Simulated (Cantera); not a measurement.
Standard-state values (1 bar) from the NASA 1993 polynomials, evaluated with Cantera. Values are per mole of reaction as written; species without (g) are pure solids or liquids, kept so even where they would boil at 1 bar.

3 P4O10(g) → 10 O3(g) + 3 P4(g), with ΔH° = 10307.2 kJ and ΔS° = 2018.4 J/K at 300 K.

Problem. How far is the shortcut ΔG° ≈ ΔH°(300 K) − T·ΔS°(300 K) from the full temperature-dependent value at 2098, 2198, 2298, 2398, 2498, 2598, 2698, 2798 K?

Solution. 
| T (K) | shortcut (kJ) | full (kJ) | difference (kJ) | difference in log10 K |
|---|---|---|---|---|
| 2098 | 6072.6 | 6229.5 | -157.0 | 3.91 |
| 2198 | 5870.7 | 6043.1 | -172.4 | 4.10 |
| 2298 | 5668.9 | 5856.7 | -187.8 | 4.27 |
| 2398 | 5467.0 | 5670.2 | -203.2 | 4.43 |
| 2498 | 5265.2 | 5483.5 | -218.3 | 4.57 |
| 2598 | 5063.3 | 5296.6 | -233.2 | 4.69 |
| 2698 | 4861.5 | 5109.3 | -247.8 | 4.80 |
| 2798 | 4659.7 | 4921.6 | -261.9 | 4.89 |
The shortcut ignores the heat-capacity change of the reaction.
